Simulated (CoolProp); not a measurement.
Vapour pressure (MPa) of n-perfluorohexane: the reference equation beside estimates from Tc = 174.9 °C, pc = 1.742 MPa, ω = 0.497.

Computed with CoolProp (reference Helmholtz-energy equation of state, Gao 2022).

```tsv
T (°C)	reference	Lee-Kesler	Peng-Robinson
0.05	0.008672	0.008639	0.009066
10.95	0.01529	0.01523	0.01576
21.85	0.02557	0.02549	0.02608
32.85	0.04101	0.04095	0.04150
43.75	0.06290	0.06291	0.06332
54.65	0.09311	0.09328	0.09346
65.65	0.1340	0.1345	0.1344
76.55	0.1872	0.1880	0.1877
87.45	0.2551	0.2565	0.2561
```

Absolute difference from the reference over all 9 rows, mean and median: Lee-Kesler 0.3 and 0.4 %, Peng-Robinson 1.4 and 0.7 %.
